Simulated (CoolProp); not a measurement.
Vapour-liquid equilibrium of propylene (1) + R115 (2) at 23.95 °C; x and y are mole fractions of (1).

Computed with CoolProp (multi-fluid Helmholtz-energy mixture model, Lemmon 2013 and Lemmon 2016; pair parameters Bell 2016).

| x | bubble pressure (kPa) | y at the bubble point | dew pressure at overall composition x (kPa) | liquid density (mol/L) |
|---|---|---|---|---|
| 0.05 | 927.1 | 0.087 | 906.3 | 8.459 |
| 0.125 | 993.9 | 0.199 | (withheld) | 8.616 |
| 0.2 | 1053 | 0.293 | 994.6 | (withheld) |
| 0.275 | 1103 | 0.373 | (withheld) | 8.965 |
| 0.35 | 1145 | 0.442 | 1089 | 9.163 |
| 0.425 | 1178 | 0.503 | 1135 | 9.381 |
| 0.5 | 1203 | 0.559 | 1176 | 9.623 |
| 0.575 | 1220 | (withheld) | 1209 | 9.891 |
| 0.65 | (withheld) | 0.664 | 1228 | 10.19 |
| 0.725 | 1230 | 0.717 | 1230 | 10.52 |
| 0.8 | 1221 | 0.775 | 1215 | 10.89 |
| 0.875 | 1200 | 0.843 | 1187 | 11.30 |
| 0.95 | 1163 | 0.928 | 1151 | (withheld) |

Q: Complete the blanks.

A: 
- 0.125, dew pressure at overall composition x (kPa): 949.3
- 0.2, liquid density (mol/L): 8.784
- 0.275, dew pressure at overall composition x (kPa): 1042
- 0.575, y at the bubble point: 0.612
- 0.65, bubble pressure (kPa): 1229
- 0.95, liquid density (mol/L): 11.75

y crosses x between x = 0.65 and 0.725: the model has an azeotrope there.

Pair parameters are fitted to limited data, so mixtures are less certain than the pure fluids.
